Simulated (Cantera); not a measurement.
CaCl2 + H2 (halide evaporation, hydrolysis and transport)

Charge: 1 mol CaCl2, 0.32 mol H2, at 0.00133 bar.

Cantera equilibrium calculation (NASA polynomials, part measured and part estimated; ideal gas, pure solids and liquids). Candidate condensed phases: Ca, CaCl2; 9 gas species. Kinetics and transport are ignored.

At 1000 K the condensed part is CaCl2(s). From 1050 K to 1450 K the condensed part is CaCl2(l). The main Ca-bearing gas is CaCl2 throughout.

```
T (K)  log p H2  log p CaCl2  log p HCl  log p CaCl  log p H  log p Ca  n CaCl2(s)  n CaCl2(l)
-----  --------  -----------  ---------  ----------  -------  --------  ----------  ----------
1000      -2.88        -7.66      -9.67      -10.21   -10.08    -10.12       1.000           0
1050      -2.88        -6.89      -9.01       -9.44    -9.53     -9.52           0       1.000
1100      -2.88        -6.26      -8.44       -8.77    -9.03     -9.01           0       1.000
1150      -2.88        -5.68      -7.91       -8.17    -8.57     -8.55           0       0.999
1200      -2.88        -5.16      -7.42       -7.63    -8.14     -8.14           0       0.998
1250      -2.88        -4.68      -6.97       -7.14    -7.76     -7.77           0       0.995
1300      -2.89        -4.24      -6.56       -6.69    -7.40     -7.44           0       0.985
1350      -2.93        -3.84      -6.18       -6.29    -7.09     -7.14           0       0.960
1400      -3.01        -3.46      -5.84       -5.93    -6.82     -6.90           0       0.888
1450      -3.24        -3.12      -5.57       -5.63    -6.65     -6.75           0       0.574
```
log p: log10 of the partial pressure in bar; n: condensed amount in mol.
